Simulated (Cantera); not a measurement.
**Thermodynamics of silicon nitride deposition, feed SiHCl₃ + N₂ + NH₃**

Input: 1 mol SiHCl₃, a varied amount of N₂, 1.8 mol NH₃, at 1348.15 K and 10.0 mbar.

Equilibrium computed with Cantera from the NASA thermochemical tables; the gas is ideal and each condensed phase is pure. Candidate condensed phases: NH₄Cl, Si, Si₃N₄; 28 gas species. The tables' values for SiCl₃ are old estimates; treat these amounts as uncertain. The numbers say what is thermodynamically allowed, not how fast it happens.

From 9.4 mol N₂ to 43 mol N₂ the condensed part is Si₃N₄(s). The main Si-bearing gas is SiCl₂ throughout. The share of Si in condensed phases is highest at 43 mol N₂ (93.7 %) and lowest at 9.4 mol N₂ (90.2 %).

```csv
n(N₂) (mol),x N₂,x HCl,x H₂,x SiCl₂,x SiCl₄,n Si₃N₄(s)
9.4,0.676,0.189,0.128,0.00311,0.00240,0.301
11,0.708,0.171,0.115,0.00276,0.00195,0.302
13,0.740,0.153,0.102,0.00242,0.00155,0.304
15,0.766,0.139,0.0910,0.00216,0.00126,0.305
17,0.787,0.126,0.0825,0.00195,0.00105,0.306
20,0.813,0.112,0.0723,0.00171,0.000817,0.308
23,0.833,0.100,0.0643,0.00151,0.000655,0.309
27,0.854,0.0881,0.0561,0.00132,0.000504,0.310
32,0.873,0.0765,0.0483,0.00114,0.000380,0.311
37,0.888,0.0676,0.0425,0.000998,0.000296,0.312
43,0.902,0.0593,0.0371,0.000871,0.000228,0.312
```
x: gas mole fraction; n: condensed amount in mol.
